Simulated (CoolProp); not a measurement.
Properties of C3F8 (R218) along the isotherm 105.55 °C.

Values from CoolProp's reference Helmholtz-energy equation of state, Lemmon 2006. It is a short technical equation, of lower accuracy than the large ones.

```
p (kPa)          phase  cp (kJ/(kg K))  isothermal compressibility (1/MPa)  expansivity (1/kK)  viscosity (µPa s)  fugacity coefficient
-------  -------------  --------------  ----------------------------------  ------------------  -----------------  --------------------
12.5               gas          0.9020                               80.09               2.651               15.7                0.9989
25.7               gas          0.9025                               39.00               2.662               15.7                0.9977
52.8               gas          0.9033                               19.03               2.686               15.7                0.9953
108                gas          0.9051                               9.350               2.734               15.8                0.9904
223                gas          0.9090                               4.578               2.840               15.8                0.9803
457                gas          0.9178                               2.287               3.078               15.8                0.9597
939                gas          0.9400                               1.177               3.684               16.1                0.9175
1930               gas           1.015                              0.6706               5.755               17.3                0.8316
3960     supercritical           1.580                              0.5175               20.13               28.9                0.6602
```

Viscosity comes from a separate model (Huber 2003), an estimate that may be off by 10 % or more.
